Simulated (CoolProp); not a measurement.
A single-stage vapour-compression cycle with c-C4F8 (RC318): evaporating at 290.15 K (dew point), condensing at 310.15 K (bubble point), superheat 5 K, subcooling 0 K, compressor efficiency 0.9, no pressure losses. Each further row changes one setting.

Values from CoolProp's reference Helmholtz-energy equation of state, Platzer 1990. This equation is an older, rougher fit; its heat capacities, sound speeds and derivatives of the liquid may be far off and weren't checked against measurements.

| case | cooling COP | pressure ratio | discharge temperature (K) | refrigerating effect (kJ/kg) | volumetric capacity (kJ/m³) |
|---|---|---|---|---|---|
| as stated | … | 1.88 | 310.1 | 89.3 | 1900 |
| evaporating temperature 295.15 K | … | 1.59 | 310.1 | 92.7 | 2310 |
| condensing temperature 305.15 K | … | 1.62 | 305.2 | 95.0 | 2020 |
| subcooling 5 K | 12.1 | 1.88 | 310.1 | 95.0 | 2020 |
| superheat 15 K | 11.8 | 1.88 | … | 97.4 | … |
| compressor efficiency 0.8 | 10.1 | 1.88 | 310.1 | 89.3 | 1900 |

Problem. What belongs in the gaps?

Solution. 
- as stated, cooling COP: 11.4
- evaporating temperature 295.15 K, cooling COP: 16.0
- condensing temperature 305.15 K, cooling COP: 15.8
- superheat 15 K, discharge temperature (K): 318.4
- superheat 15 K, volumetric capacity (kJ/m³): 1980

The compression ends wet for: as stated; evaporating temperature 295.15 K; subcooling 5 K; compressor efficiency 0.8.
